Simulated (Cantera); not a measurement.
An adiabatic, constant-volume homogeneous reactor starts with CH4 : C2H6 : C3H8 : O2 : N2 = 1 : 0.083 : 1.2 : 6.38 : 24 (molar parts), equivalence ratio 1.3, at 1750 K and 0.898 atm. Integrator tolerance rtol = 1e-08.

Computed with Cantera and GRI-Mech 3.0 (53 species, 325 reactions). GRI-Mech 3.0 was tuned for natural gas; its chemistry of propane as a main component is partial and can be far from experiment. Above 3000 K some thermodynamic fits are extrapolated.

Task: What does this change do: pressure from 0.898 atm to 1.00 atm?

Result: 
```json
[
 {"quantity": "time of steepest temperature rise", "before": "18.6 µs", "after": "17.1 µs"},
 {"quantity": "temperature at 1.00 s", "before": "3024 K", "after": "3036 K"},
 {"quantity": "equilibrium temperature", "before": "3024 K", "after": "3036 K"},
 {"quantity": "x(CH4) at 1.00 s", "before": "<1e-12 (gas-phase equilibrium <1e-12)", "after": "<1e-12 (gas-phase equilibrium <1e-12)"},
 {"quantity": "x(C2H6) at 1.00 s", "before": "<1e-12 (gas-phase equilibrium <1e-12)", "after": "<1e-12 (gas-phase equilibrium <1e-12)"},
 {"quantity": "x(C3H8) at 1.00 s", "before": "<1e-12 (gas-phase equilibrium <1e-12)", "after": "<1e-12 (gas-phase equilibrium <1e-12)"},
 {"quantity": "x(H2O2) at 1.00 s", "before": "2.76e-7 (gas-phase equilibrium 2.76e-7)", "after": "2.96e-7 (gas-phase equilibrium 2.96e-7)"},
 {"quantity": "x(O2) at 1.00 s", "before": "0.00942 (gas-phase equilibrium 0.00942)", "after": "0.00925 (gas-phase equilibrium 0.00925)"}
]
```
